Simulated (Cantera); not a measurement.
Feed: 1 mol V2O5, 8.8 mol H2, at 0.133 bar.

Method: chemical equilibrium by Gibbs-energy minimisation in Cantera with the NASA 1993 tables (ideal gas, pure condensed phases). Candidate condensed phases: H2O, V, VO, V2O3, V2O4, V2O5; 12 gas species. Condensed phases not in the tables: the oxides between V2O3 and V2O5 other than VO2. The numbers say what is thermodynamically allowed, not how fast it happens. All values below are at 1225 K.

Base state: H2 0.773, H2O 0.227 (mole fractions); condensed: V2O3(s).

What changes in the equilibrium state with this change: V2O5 replaced by Nb2O5?


```
species        before   after
-------------  ------  ------
H2              0.773   0.976
H2O             0.227  0.0243
V2O3(s), mol     1.00       0
NbO2(s), mol        0   0.428
Nb2O5(s), mol       0   0.786
```
Mutual solubility and eutectic melting of coexisting phases are not modelled. Condensed phases not in the tables: the oxides between NbO2 and Nb2O5. Further candidate phases: Nb, NbO, NbO2, Nb2O5.
